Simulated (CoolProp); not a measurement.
Saturation properties of R142b (Tc = 410.3 K, pc = 40.55 bar, ω = 0.232).

Model: reference Helmholtz-energy equation of state, Lemmon 2006, in CoolProp. It is a short technical equation, of lower accuracy than the large ones.

```csv
T (K),p (bar),liquid density (kg/m³),liquid cp (kJ/(kg K)),vapour Z,liquid viscosity (µPa s),liquid conductivity (mW/(m K))
235,0.2631,1256,1.179,0.9838,490,106
236.8,0.2893,1253,1.182,0.9826,478,105
238.6,0.3176,1249,1.185,0.9815,467,104
240.4,0.3480,1245,1.188,0.9802,455,103
242.3,0.3827,1241,1.191,0.9789,444,103
244.1,0.4181,1237,1.194,0.9776,434,102
245.9,0.4560,1233,1.198,0.9762,424,101
247.7,0.4967,1229,1.201,0.9747,414,101
249.6,___,1225,1.204,0.9731,404,99.8
251.4,0.5893,1221,___,0.9715,395,99.1
253.2,0.6391,___,1.211,0.9699,386,98.4
255,0.6922,1213,1.215,0.9682,378,97.7
256.8,0.7487,1209,1.218,0.9664,369,97.0
258.7,0.8122,1205,1.222,0.9645,361,96.3
260.5,0.8763,1201,1.225,0.9626,353,95.6
```

Question: Some entries are withheld; supply them.

Answer: 
- 249.6, p (bar): 0.5427
- 251.4, liquid cp (kJ/(kg K)): 1.208
- 253.2, liquid density (kg/m³): 1217

It boils at 264.0 K under 1 atm.

Viscosity comes from a separate model (Huber 2003), an estimate that may be off by 10 % or more. Thermal conductivity comes from a separate model (Huber 2003), an estimate that may be off by 10 % or more.
